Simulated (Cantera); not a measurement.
Cantera run:

```python
import numpy as np
import cantera as ct

gas_names = """
    C CN CO CO2 C2 CCN CNC C2N2 C2O C3 C3O2 C4 C4N2 C5 N NCO NO NO2 NO3 N2 N2O O O2 O3 Pb PbO Pb2
""".split()
cond_names = """
    C(gr) Pb(cr) Pb(L) PbO(rd) PbO(yw) PbO(L) PbO2(s) Pb3O4(s)
""".split()


# ... load() reads the species with a 1 bar reference pressure and builds the phases ...
atoms = {
    'Pb': {'Pb': 1},
    'CO': {'C': 1, 'O': 1},
    'N2': {'N': 2},
    'O2': {'O': 2},
}
top_T = {'C(gr)': 4500, 'Pb3O4(s)': 820}  # K; cautious upper limits of use, not melting points


# ... equilibrate(T, P, feed) seeds the gas with the atoms and calls Mixture.equilibrate('TP', solver="vcs", rtol=1e-11, max_steps=5000) ...
results = []
feed = {'Pb': 1, 'CO': 0.18, 'N2': 15, 'O2': 0.083}  # mol
P = 1500  # Pa
for T in [975, 1000, 1025, 1050, 1075, 1100, 1125, 1150, 1175, 1200, 1225, 1250, 1275]:
    mix = equilibrate(T, P, feed)
    results.append((T, P, feed, dict(zip(mix.species_names, mix.species_moles))))

top = {s: max(r[3][s] / sum(r[3][g] for g in gas_names) for r in results) for s in gas_names}
cols = sorted((s for s in top if top[s] > 1e-06), key=lambda s: -top[s])[:9]
seen = [c for c in cond_names if any(r[3].get(c, 0) > 1e-12 for r in results)]
print("log10 of partial pressures in bar; condensed amounts in mol")
print(f"{'T/K':>10s}" + "".join(f"{s[:9]:>10s}" for s in cols + seen))
for T, P, feed, n in results:
    ng = sum(n[g] for g in gas_names)
    print(f"{T:10.4g}" + "".join(f"{np.log10(max(n[s] / ng * P / 1e5, 1e-99)):10.3f}" for s in cols)
          + "".join(f"{n.get(c, 0):10.4g}" for c in seen))
```

Result:

```
log10 of partial pressures in bar; condensed amounts in mol
       T/K        N2        Pb       CO2        CO       PbO       Pb2     Pb(L)
       975    -1.829    -5.038    -3.785    -4.859    -9.888   -10.706    0.9907
      1000    -1.830    -4.791    -3.786    -4.860    -9.431   -10.292    0.9836
      1025    -1.830    -4.556    -3.786    -4.860    -8.997    -9.899    0.9718
      1050    -1.830    -4.332    -3.786    -4.860    -8.583    -9.526    0.9528
      1075    -1.831    -4.120    -3.787    -4.861    -8.189    -9.170    0.9227
      1100    -1.833    -3.917    -3.789    -4.862    -7.814    -8.831    0.8764
      1125    -1.835    -3.723    -3.791    -4.863    -7.456    -8.507     0.806
      1150    -1.838    -3.538    -3.794    -4.865    -7.115    -8.198    0.7009
      1175    -1.842    -3.361    -3.798    -4.867    -6.791    -7.903     0.546
      1200    -1.848    -3.192    -3.805    -4.867    -6.483    -7.620    0.3196
      1225    -1.857    -3.033    -3.815    -4.866    -6.197    -7.357         0
      1250    -1.857    -3.033    -3.815    -4.859    -6.072    -7.409         0
      1275    -1.857    -3.033    -3.816    -4.851    -5.953    -7.459         0
```

Cantera equilibrium calculation (NASA polynomials, part measured and part estimated; ideal gas, pure solids and liquids).
